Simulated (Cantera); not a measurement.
Catalytic stagnation flow on Pt

A jet of CH4 : O2 : N2 = 0.088 : 0.087 : 0.79 (molar parts), equivalence ratio 2.0 at 300 K and 188 Torr hits a platinum plate 5.7 cm away at a mass flux of 0.024 kg/m²/s; the plate temperature is set and raised in steps from an oxygen-covered start.

Model: Deutschmann's 1995 Pt surface mechanism with GRI-Mech 3.0 gas chemistry, integrated in Cantera. Catalytic surfaces can have several steady states; this one follows from the mechanism file's or the stated starting coverage.

```csv
plate T (K),wall x CH4,wall x O2,wall x H2O,wall x OH,wall x CO,wall x CO2,θ free Pt,θ H*,θ CO*,θ C*
900,0.0375,0.00957,0.0896,<1e-8,0.0558,3.96e-5,0.162,0.00159,0.124,0.713
950,0.0311,0.00775,0.0863,<1e-8,0.0624,3.49e-5,0.188,0.00224,0.0747,0.735
1000,0.0195,0.00474,0.0806,<1e-8,0.0739,6.77e-5,0.253,0.00306,0.0706,0.674
1050,0.00383,0.00104,0.0715,<1e-8,0.0887,0.000895,0.569,0.00496,0.204,0.222
1100,0.00207,0.000613,0.0683,<1e-8,0.0876,0.00402,0.760,0.00493,0.183,0.0517
1150,0.00160,0.000497,0.0640,<1e-8,0.0828,0.00972,0.860,0.00454,0.119,0.0167
1200,0.00139,0.000442,0.0587,<1e-8,0.0759,0.0174,0.919,0.00412,0.0707,0.00654
1250,0.00128,0.000409,0.0530,1.82e-8,0.0684,0.0257,0.953,0.00374,0.0406,0.00295
```
x: mole fraction at the wall; θ: surface coverage.
